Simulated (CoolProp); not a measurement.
Vapour-liquid equilibrium of cyclohexane (1) + dimethyl carbonate (2) at 403.5 K; x and y are mole fractions of (1).

Model: multi-fluid Helmholtz-energy mixture model, Zhou 2014 and Zhou 2011; pair parameters Bell 2016, in CoolProp.

### Question
Give the bubble pressure and the first vapour's composition at x = 0.2, 0.575, 0.875. Is there an azeotrope?

### Answer
x = 0.2: 0.4164 MPa, y = 0.356; x = 0.575: 0.4606 MPa, y = 0.574; x = 0.875: 0.4252 MPa, y = 0.778. y crosses x between x = 0.5 and 0.575: the model has an azeotrope there.

Pair parameters are fitted to limited data, so mixtures are less certain than the pure fluids.
